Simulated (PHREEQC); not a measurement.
Solution (11 °C): 0.012 mol/kgw SrCl2, 0.00041 mol/kgw NaHCO3, 4.4e-05 mol/kgw KCl and 0.0019 mol/kgw HBr. Closed to the air; pH follows from the charge balance.

Model: Pitzer model, pitzer.dat, run in PHREEQC.

No solid was allowed to form.

Problem. What pH, osmotic coefficient, specific conductance does the model give?

Solution. pH 2.90; osmotic coefficient 0.908; specific conductance 2350 µS/cm.

Away from 25 °C the constants follow the database's enthalpies or fits; those with neither stay at their 25 °C values.
